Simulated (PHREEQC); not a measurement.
# Phosphoric acid bath

Consider water at 50 °C with 0.057 mol/kgw NaH2PO4 and 0.02 mol/kgw HNO3. Closed to the air; pH follows from the charge balance.

Equilibrium calculation in PHREEQC: ion-association model, phreeqc.dat.

Each row changes one thing in this solution. Precipitation was switched off in this run.

```
case                              pH  ionic strength (mol/kgw)  H2PO4- (mol/kgw)  H3PO4 (mol/kgw)  HPO4-2 (mol/kgw)  NaHPO4- (mol/kgw)
------------------------------  ----  ------------------------  ----------------  ---------------  ----------------  -----------------
as made                         2.57                    0.0602            0.0402           0.0168           2.02e-6            9.45e-8
0.0074 mol/kgw HCl added        2.38                    0.0620            0.0346           0.0224           1.12e-6            5.22e-8
HNO3 left out                   4.55                    0.0573            0.0565         0.000247          0.000268            1.27e-5
0.011 mol/kgw KOH added         2.99                    0.0692            0.0492          0.00777           6.66e-6            2.99e-7
temperature from 50 to 15 °C    2.44                    0.0613            0.0413           0.0157           1.24e-6            6.05e-8
temperature from 50 to 65 °C    2.62                    0.0599            0.0399           0.0171           2.44e-6            1.11e-7
temperature from 50 to 70 °C    2.63                    0.0598            0.0398           0.0172           2.59e-6            1.17e-7
diluted 2-fold with water       2.66                    0.0310            0.0210          0.00749           1.13e-6            3.19e-8
HNO3 from 0.02 to 0.01 mol/kgw  2.94                    0.0584            0.0483          0.00864           5.64e-6            2.67e-7
```

At this temperature some constants are extrapolated from 25 °C, and those without enthalpy data are left unchanged.
